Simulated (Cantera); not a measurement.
A closed system holds: 1 mol SiH2Cl2, 0.11 mol C2H4, 760 mol H2, 0.39 mol C3H8, held at 1100 K and 10.0 mbar.

Method: chemical equilibrium by Gibbs-energy minimisation in Cantera with the NASA 1993 tables (ideal gas, pure condensed phases). Candidate condensed phases: C, C6H6, C7H8, C8H18, Si, SiC; 109 gas species. The numbers say what is thermodynamically allowed, not how fast it happens.

Base state: H2 0.997, HCl 0.00262, CH4 0.000357 (mole fractions); condensed: C(graphite) + SiC(s).

**Question.** What changes in the equilibrium state with this change: temperature from 1100 K to 1025 K?

**Answer.** 
| species | before | after |
|---|---|---|
| H2 | 0.997 | 0.997 |
| HCl | 0.00262 | 0.00262 |
| CH4 | 0.000357 | 0.000511 |
| C(graphite), mol | 0.118 | 0 |
| SiC(s), mol | 1.000 | 1.000 |

**Question.** What changes in the equilibrium state with this change: pressure from 10.0 mbar to 1.80 mbar?

**Answer.** 
| species | before | after |
|---|---|---|
| H2 | 0.997 | 0.997 |
| HCl | 0.00262 | 0.00262 |
| CH4 | 0.000357 | 6.43e-5 |
| C(graphite), mol | 0.118 | 0.341 |
| SiC(s), mol | 1.000 | 1.000 |
